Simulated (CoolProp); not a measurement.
A single-stage vapour-compression cycle with n-pentane: evaporating at 292.15 K (dew point), condensing at 357.15 K (bubble point), superheat 10 K, subcooling 0 K, compressor efficiency 0.6, no pressure losses. Each further row changes one setting.

Model: reference Helmholtz-energy equation of state, Thol 2019, in CoolProp.

```json
[
 {"case": "as stated", "cooling COP": "1.94", "pressure ratio": "7.48", "discharge temperature (K)": "372.4", "refrigerating effect (kJ/kg)": "228", "volumetric capacity (kJ/m³)": "366"},
 {"case": "evaporating temperature 297.15 K", "cooling COP": "2.21", "pressure ratio": "6.18", "discharge temperature (K)": "371.2", "refrigerating effect (kJ/kg)": "236", "volumetric capacity (kJ/m³)": "453"},
 {"case": "condensing temperature 352.15 K", "cooling COP": "2.19", "pressure ratio": "6.60", "discharge temperature (K)": "368.0", "refrigerating effect (kJ/kg)": "241", "volumetric capacity (kJ/m³)": "387"},
 {"case": "subcooling 5 K", "cooling COP": "2.06", "pressure ratio": "7.48", "discharge temperature (K)": "372.4", "refrigerating effect (kJ/kg)": "241", "volumetric capacity (kJ/m³)": "387"},
 {"case": "superheat 20 K", "cooling COP": "2.01", "pressure ratio": "7.48", "discharge temperature (K)": "382.7", "refrigerating effect (kJ/kg)": "246", "volumetric capacity (kJ/m³)": "380"},
 {"case": "compressor efficiency 0.5", "cooling COP": "1.62", "pressure ratio": "7.48", "discharge temperature (K)": "383.4", "refrigerating effect (kJ/kg)": "228", "volumetric capacity (kJ/m³)": "366"}
]
```
